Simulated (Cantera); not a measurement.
**Transport properties of process gases**

Gas mixture: 100 % O2, at 100000 Pa, frozen composition.

Cantera's kinetic-theory transport with the Lennard-Jones parameters of GRI-Mech 3.0, ideal gas; thermal conductivity in the multicomponent form.

```json
[
 {"T (K)": "400", "ρ (kg/m³)": "0.962", "cp (J/kg/K)": "941.4", "μ (µPa s)": "25.6", "λ (mW/m/K)": "33.9", "Pr": "0.712", "D (cm²/s) C2H2": "0.284", "D (cm²/s) OH": "0.540", "D (cm²/s) NO": "0.344"},
 {"T (K)": "550", "ρ (kg/m³)": "0.700", "cp (J/kg/K)": "987.2", "μ (µPa s)": "32.1", "λ (mW/m/K)": "44.6", "Pr": "0.711", "D (cm²/s) C2H2": "0.497", "D (cm²/s) OH": "0.929", "D (cm²/s) NO": "0.593"},
 {"T (K)": "700", "ρ (kg/m³)": "0.550", "cp (J/kg/K)": "1031", "μ (µPa s)": "37.8", "λ (mW/m/K)": "54.9", "Pr": "0.710", "D (cm²/s) C2H2": "0.754", "D (cm²/s) OH": "1.39", "D (cm²/s) NO": "0.892"},
 {"T (K)": "850", "ρ (kg/m³)": "0.453", "cp (J/kg/K)": "1065", "μ (µPa s)": "43.0", "λ (mW/m/K)": "64.6", "Pr": "0.709", "D (cm²/s) C2H2": "1.05", "D (cm²/s) OH": "1.93", "D (cm²/s) NO": "1.24"},
 {"T (K)": "1000", "ρ (kg/m³)": "0.385", "cp (J/kg/K)": "1090", "μ (µPa s)": "47.9", "λ (mW/m/K)": "73.7", "Pr": "0.709", "D (cm²/s) C2H2": "1.38", "D (cm²/s) OH": "2.53", "D (cm²/s) NO": "1.62"},
 {"T (K)": "1150", "ρ (kg/m³)": "0.335", "cp (J/kg/K)": "1109", "μ (µPa s)": "52.5", "λ (mW/m/K)": "82.1", "Pr": "0.709", "D (cm²/s) C2H2": "1.75", "D (cm²/s) OH": "3.19", "D (cm²/s) NO": "2.05"},
 {"T (K)": "1300", "ρ (kg/m³)": "0.296", "cp (J/kg/K)": "1125", "μ (µPa s)": "56.9", "λ (mW/m/K)": "90.3", "Pr": "0.708", "D (cm²/s) C2H2": "2.15", "D (cm²/s) OH": "3.91", "D (cm²/s) NO": "2.51"}
]
```
D: mixture-averaged diffusion coefficient of that species in the mixture.
